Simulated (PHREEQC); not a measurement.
PHREEQC input (Pitzer model, pitzer.dat):

```
SOLUTION 1
  temp 5
  units mol/kgw
  pH 7 charge
  C(4) 0.28
  Na 0.605
  Cl 0.045
END
USE solution 1
INCREMENTAL_REACTIONS false
REACTION 1
  H2O -1
  0 9.886 18.011 24.689 30.178 34.689 38.397 41.444
  43.949 46.007 47.699 49.089 50.232 51.172 51.944 52.578 moles
EQUILIBRIUM_PHASES 1
  Halite 0 0
  Nahcolite 0 0
  Natron 0 0
  Trona 0 0
SELECTED_OUTPUT 1
  -reset false
  -pH true
  -pe true
  -ionic_strength true
  -water true
  -activities H2O
  -totals C Cl Na
  -molalities H+ Na+ Cl- CO3-2 OH- HCO3- CO2
  -equilibrium_phases Halite Nahcolite Natron Trona
PRINT
  -reset false
END
```

Selected output (columns that matter, 16 of 16 rows; water left (kg) added in front):

```
water left (kg)	pH	mu	C	Cl	Na	m_H+	m_Na+	m_Cl-	m_CO3-2	m_OH-	la_H2O
1	11.952	0.88247	0.28	0.045	0.605	2.302e-12	0.605	0.045	0.27747	0.0025331	-0.0055642
0.821899	11.979	1.0741	0.34067	0.054751	0.7361	2.2676e-12	0.7361	0.054751	0.33797	0.0027071	-0.0066491
0.675524	12.006	1.3072	0.41449	0.066615	0.8956	2.232e-12	0.8956	0.066615	0.41161	0.002882	-0.0079327
0.555218	12.034	1.5909	0.50431	0.081049	1.0897	2.1917e-12	1.0897	0.081049	0.50125	0.0030546	-0.0094499
0.456332	12.063	1.9362	0.61359	0.098612	1.3258	2.1422e-12	1.3258	0.098612	0.61037	0.0032212	-0.011244
0.375066	12.094	2.3562	0.74654	0.11998	1.6131	2.0782e-12	1.6131	0.11998	0.74316	0.0033775	-0.013373
0.308266	12.127	2.8674	0.90831	0.14598	1.9626	1.9934e-12	1.9626	0.14598	0.90479	0.0035191	-0.015913
0.253374	12.162	3.4892	1.1051	0.1776	2.3878	1.8817e-12	2.3878	0.1776	1.1014	0.003641	-0.018976
0.208246	12.202	4.246	1.3446	0.21609	2.9052	1.7375e-12	2.9052	0.21609	1.3408	0.0037384	-0.02273
0.171172	12.246	5.1664	1.6358	0.26289	3.5345	1.5579e-12	3.5345	0.26289	1.632	0.0038061	-0.027426
0.140691	12.296	6.2866	1.9902	0.31985	4.3002	1.3439e-12	4.3002	0.31985	1.9863	0.003839	-0.033463
0.11565	12.353	7.6486	2.4211	0.3891	5.2313	1.1027e-12	5.2313	0.3891	2.4173	0.003832	-0.041467
0.0950594	12.417	9.3062	2.9455	0.47339	6.3644	8.4797e-13	6.3644	0.47339	2.9417	0.0037799	-0.052475
0.0781257	12.489	11.324	3.584	0.57599	7.7439	5.9956e-13	7.7439	0.57599	3.5803	0.0036777	-0.068197
0.0642185	12.568	13.778	4.3601	0.70073	9.421	3.8026e-13	9.421	0.70073	4.3566	0.0035208	-0.091486
0.0527972	12.653	16.759	5.3033	0.85232	11.459	2.0914e-13	11.459	0.85232	5.3	0.0033043	-0.12723
```

Constants without temperature data keep their 25 °C values here.
